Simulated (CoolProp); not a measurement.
Properties of CHF3 (R23) along the isobar 16.4 MPa (Tc = 299.3 K, pc = 4.832 MPa, ω = 0.263).

Values from CoolProp's reference Helmholtz-energy equation of state, Penoncello 2003.

| T (K) | phase | speed of sound (m/s) | Joule-Thomson coefficient (K/MPa) | isothermal compressibility (1/MPa) | viscosity (µPa s) | Prandtl number | fugacity coefficient |
|---|---|---|---|---|---|---|---|
| 218.5 | liquid | 782.5 | -0.2576 | 0.002012 | 241 | 2.41 | … |
| 254.3 | liquid | 623.7 | -0.1126 | 0.003640 | 159 | 2.02 | 0.1075 |
| 290.1 | liquid | 471.9 | … | 0.007678 | 109 | 1.80 | 0.2307 |
| 325.9 | supercritical | 339.6 | 0.7933 | 0.01939 | 72.8 | 1.67 | 0.3853 |
| 361.7 | supercritical | 258.2 | 1.842 | 0.04557 | 48.3 | … | 0.5382 |
| 397.5 | supercritical | 238.8 | 2.448 | 0.06174 | 36.7 | 1.19 | 0.6628 |
| 433.3 | supercritical | 244.0 | 2.387 | 0.06376 | 32.6 | 1.01 | 0.7567 |
| 469.1 | supercritical | 254.7 | 2.115 | 0.06287 | 31.2 | 0.931 | … |

**Question.** Fill in the missing entries.

**Answer.** 
- 218.5, fugacity coefficient: 0.03437
- 290.1, Joule-Thomson coefficient (K/MPa): 0.1775
- 361.7, Prandtl number: 1.49
- 469.1, fugacity coefficient: 0.8272

Viscosity comes from a separate model (Shan 2000). Thermal conductivity comes from a separate model (Shan 2000).
